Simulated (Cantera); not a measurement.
Feed: 1 mol FeS2, 0.52 mol SO3, 0.072 mol CO2, at 1.40 bar.

Method: chemical equilibrium by Gibbs-energy minimisation in Cantera with the NASA 1993 tables (ideal gas, pure condensed phases). Candidate condensed phases: C, Fe, Fe(CO)5, FeO, FeS, FeSO4, FeS2, Fe2O3, Fe2(SO4)3, Fe3O4, S; 25 gas species. FeS: taken at fixed stoichiometry. Equilibrium is a limit: real reactors are often held back by kinetics, nucleation or transport. All values below are at 1027 °C.

Base state: SO2 0.632, S2 0.290, CO2 0.0571, S2O 0.0179, CO 0.00168, SO 0.00103, COS 0.000383 (mole fractions); condensed: FeS(s).

Task: What changes in the equilibrium state with this change: FeS2 replaced by MgO?

Result: 
```tsv
species	before	after
CO2	0.0571	0.735
SO2	0.632	0.171
O2	<1e-9	0.0857
S2	0.290	<1e-9
S2O	0.0179	<1e-9
COS	0.000383	<1e-9
SO	0.00103	4.19e-9
SO3	4.01e-7	0.00725
CO	0.00168	3.25e-7
FeS(s), mol	1.00	0
MgO(s), mol	0	0.497
MgSO4(s), mol	0	0.503
```
Mutual solubility and eutectic melting of coexisting phases are not modelled. Further candidate phases: Mg, MgCO3, MgO, MgS, MgSO4.
